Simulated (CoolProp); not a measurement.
Properties of sulfur dioxide at several states (Tc = 430.6 K, pc = 7887 kPa, ω = 0.256).

Model: reference Helmholtz-energy equation of state, Gao 2016, in CoolProp.

```tsv
T (K)	p (kPa)	phase	Z	cv (kJ/(kg K))	speed of sound (m/s)	Joule-Thomson coefficient (K/MPa)	expansivity (1/kK)	fugacity coefficient
488.8	23.3	gas	0.9993	0.5922	278.0	[?]	2.051	0.9993
461.8	1400	gas	0.9503	0.5982	[?]	10.35	2.587	0.9523
334	2310	liquid	[?]	0.8046	725.7	-0.06869	2.614	0.4379
444.3	12100	supercritical	0.2711	0.8399	[?]	2.363	14.08	[?]
383.7	1120	gas	0.9214	0.5857	236.4	[?]	3.459	0.9268
```

Q: What belongs in the gaps?

A: 
- 488.8, Joule-Thomson coefficient (K/MPa): 8.956
- 461.8, speed of sound (m/s): 262.9
- 334, Z: 0.04220
- 444.3, speed of sound (m/s): 281.2
- 444.3, fugacity coefficient: 0.5330
- 383.7, Joule-Thomson coefficient (K/MPa): 17.22
